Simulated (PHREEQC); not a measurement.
## Copper plating or etch bath: an equilibrium model

Solution (25 °C): 0.045 mol Cu(BF4)2, 0.0024 mol HNO3 and 0.064 mol H3BO3 per kg of water. It is in equilibrium with CO2 at log p = -3.4 (atm). Otherwise closed; pH follows from the charge balance.

Computed with PHREEQC (ion-association model, wateq4f.dat).

No solid was allowed to form.

### Question
Predict the pH, ionic strength.

### Answer
pH 2.30; ionic strength 0.141 mol/kgw.

### Question
In which forms is B present?

### Answer
BF4- 52 %, H3BO3 40 %, BF3OH- 5.8 %, BF2(OH)2- 2.4 % of the B.

Species that the database lacks are ignored. Real BF4- forms and hydrolyses slowly; the run takes it at equilibrium.
